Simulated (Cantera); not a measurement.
Input (Python, Cantera) and output of one run.

```python
import numpy as np
import cantera as ct

gas_names = """
    CL CLO CL2 H HCL HOCL HO2 H2 H2O H2O2 O OH O2 O3 Ti TiCL TiCL2 TiCL3 TiCL4 TiO TiOCL TiOCL2 TiO2
""".split()
cond_names = """
    H2O(s) H2O(L) Ti(a) Ti(b) Ti(L) TiCL2(s) TiCL3(s) TiCL4(L) TiO(a) TiO(b) TiO(L) TiO2(ru) TiO2(L)
    Ti2O3(a) Ti2O3(b) Ti2O3(L) Ti3O5(a) Ti3O5(b) Ti3O5(L) Ti4O7(s) Ti4O7(L)
""".split()


# ... load() reads the species with a 1 bar reference pressure and builds the phases ...
atoms = {
    'TiO2': {'Ti': 1, 'O': 2},
    'HCl': {'H': 1, 'CL': 1},
    'O2': {'O': 2},
    'Cl2': {'CL': 2},
}
top_T = {'TiCL2(s)': 1300, 'TiCL3(s)': 1000}  # K; cautious upper limits of use, not melting points


# ... equilibrate(T, P, feed) seeds the gas with the atoms and calls Mixture.equilibrate('TP', solver="vcs", rtol=1e-11, max_steps=5000) ...
results = []
feed = {'TiO2': 1, 'HCl': 0.052, 'O2': 1.6, 'Cl2': 0.083}  # mol
T = 1350  # K
P = 8900  # Pa
mix = equilibrate(T, P, feed)
results.append((T, P, feed, dict(zip(mix.species_names, mix.species_moles))))
x = sorted(zip(gas.X, gas.species_names), reverse=True)
print(f"T = {T:g} K  P = {P:g} Pa  gas = {mix.phase_moles(0):.4g} mol")
print("   x: " + "  ".join(f"{s} {v:.3e}" for v, s in x if v > 0.0001))
print("   condensed (mol): " + ("  ".join(f"{mix.phase(i).name} {mix.phase_moles(i):.4g}"
      for i in range(1, mix.n_phases) if mix.phase_moles(i) > 1e-12) or "none"))
```

Result:

```
T = 1350 K  P = 8900 Pa  gas = 1.746 mol
   x: O2 9.161e-01  CL2 4.130e-02  HCL 2.915e-02  CL 1.299e-02  H2O 3.122e-04  CLO 1.126e-04
   condensed (mol): TiO2(ru) 1
```

Equilibrium computed with Cantera from the NASA thermochemical tables; the gas is ideal and each condensed phase is pure.
